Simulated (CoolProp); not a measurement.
R123 at several states: fugacity coefficient from the reference equation and from simpler models built on Tc = 456.8 K, pc = 3.662 MPa, ω = 0.282; each cubic takes its own stable root.

Computed with CoolProp (reference Helmholtz-energy equation of state, Younglove 1994). It is a modified Benedict-Webb-Rubin equation, recast in Helmholtz form.

| T (K) | p (MPa) | phase | reference | van der Waals | Redlich-Kwong | Soave-Redlich-Kwong |
|---|---|---|---|---|---|---|
| 298.9 | 1.24 | liquid | 0.07637 | 0.3883 | 0.1417 | 0.07699 |
| 316.1 | 21.8 | liquid | 0.01751 | 0.1058 | 0.03243 | 0.01905 |
| 380.7 | 6.16 | liquid | 0.1542 | 0.2859 | 0.1986 | 0.1614 |
| 412.3 | 6.62 | liquid | 0.2437 | 0.3528 | 0.2839 | 0.2560 |
| 309.1 | 0.175 | liquid | 0.7333 | 0.9648 | 0.9520 | 0.7379 |
| 295.2 | 6.1 | liquid | 0.01666 | 0.1041 | 0.03251 | 0.01711 |

At some of these states van der Waals, Redlich-Kwong gives the other phase, because its saturation line lies elsewhere.
